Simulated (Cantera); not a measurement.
A Cantera script and its output.

```python
import numpy as np
import cantera as ct

gas = ct.Solution("gri30.yaml")
gas.TPX = 1523, 1000000, {'CO': 0.0011, 'O2': 0.014, 'H2O': 0.0016, 'N2': 1}
inlet = ct.Reservoir(gas, clone=True)

reactor = ct.IdealGasConstPressureReactor(gas, energy="off", clone=False)
exhaust = ct.Reservoir(gas, clone=True)
tau = [1.1, 0.65, 0.39, 0.23, 0.14, 0.083, 0.049, 0.03, 0.018, 0.011, 0.0063][0]
for a, b in ((inlet, reactor), (reactor, exhaust)):
    ct.MassFlowController(a, b, mdot=lambda t: reactor.mass / tau)
net = ct.ReactorNet([reactor])
show = ['CO', 'O2', 'H2O', 'O', 'N2O', 'CO2', 'OH']

rows = []
print(f"{'tau/s':>10s}{'T/K':>9s}" + "".join(f"{s:>11s}" for s in show))
for tau in [1.1, 0.65, 0.39, 0.23, 0.14, 0.083, 0.049, 0.03, 0.018, 0.011, 0.0063]:
    net.initial_time = 0.0
    net.advance(30 * tau)
    before = gas.X
    net.advance(40 * tau)
    drift = np.max(np.abs(gas.X - before) / (gas.X + 1e-9))
    rows.append([gas.T, *gas[show].X, drift])
    print(f"{tau:10.3e}{gas.T:9.1f}" + "".join(f"{x:11.3e}" for x in gas[show].X))
```

Result:

```
     tau/s      T/K         CO         O2        H2O          O        N2O        CO2         OH
 1.100e+00   1523.0  5.384e-06  1.324e-02  1.571e-03  7.100e-07  2.867e-07  1.077e-03  6.181e-06
 6.500e-01   1523.0  8.006e-06  1.324e-02  1.571e-03  9.245e-07  3.707e-07  1.075e-03  7.004e-06
 3.900e-01   1523.0  1.172e-05  1.324e-02  1.570e-03  1.206e-06  4.787e-07  1.071e-03  7.933e-06
 2.300e-01   1523.0  1.732e-05  1.324e-02  1.570e-03  1.599e-06  6.248e-07  1.065e-03  9.038e-06
 1.400e-01   1523.0  2.495e-05  1.324e-02  1.569e-03  2.093e-06  8.009e-07  1.058e-03  1.022e-05
 8.300e-02   1523.0  3.653e-05  1.325e-02  1.568e-03  2.790e-06  1.033e-06  1.046e-03  1.162e-05
 4.900e-02   1523.0  5.346e-05  1.326e-02  1.567e-03  3.734e-06  1.315e-06  1.029e-03  1.321e-05
 3.000e-02   1523.0  7.586e-05  1.327e-02  1.567e-03  4.900e-06  1.613e-06  1.007e-03  1.485e-05
 1.800e-02   1523.0  1.085e-04  1.328e-02  1.565e-03  6.488e-06  1.934e-06  9.740e-04  1.670e-05
 1.100e-02   1523.0  1.518e-04  1.330e-02  1.564e-03  8.465e-06  2.209e-06  9.306e-04  1.862e-05
 6.300e-03   1523.0  2.186e-04  1.333e-02  1.562e-03  1.131e-05  2.412e-06  8.638e-04  2.089e-05
```

Model: GRI-Mech 3.0 (53 species, 325 reactions), integrated in Cantera.
